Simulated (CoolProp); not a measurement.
Sulfur dioxide along the isotherm 348.6 K: Z from the reference equation and from simpler models built on Tc = 430.6 K, pc = 7887 kPa, ω = 0.256; each cubic takes its own stable root.

Computed with CoolProp (reference Helmholtz-energy equation of state, Gao 2016).

| p (kPa) | phase | reference |
|---|---|---|
| 37.4 | gas | 0.9965 |
| 70.9 | gas | 0.9934 |
| 134 | gas | 0.9875 |
| 255 | gas | 0.9760 |
| 483 | gas | 0.9535 |
| 916 | gas | 0.9079 |
| 1740 | liquid | 0.03180 |
| 3290 | liquid | 0.05978 |
| 6240 | liquid | 0.1123 |
| 11800 | liquid | 0.2089 |

How far does each simpler model (van der Waals, Redlich-Kwong, Peng-Robinson) lie from the reference over these 10 states: mean and median of the absolute difference, and the worst?


- van der Waals: mean 286.5 %, median 2.6 %, worst +2663.2 % at 348.6 K and 1740 kPa
- Redlich-Kwong: mean 261.2 %, median 1.3 %, worst +2555.7 % at 348.6 K and 1740 kPa
- Peng-Robinson: mean 0.2 %, median 0.1 %, worst -0.7 % at 348.6 K and 11800 kPa

At some of these states van der Waals, Redlich-Kwong gives the other phase, because its saturation line lies elsewhere.
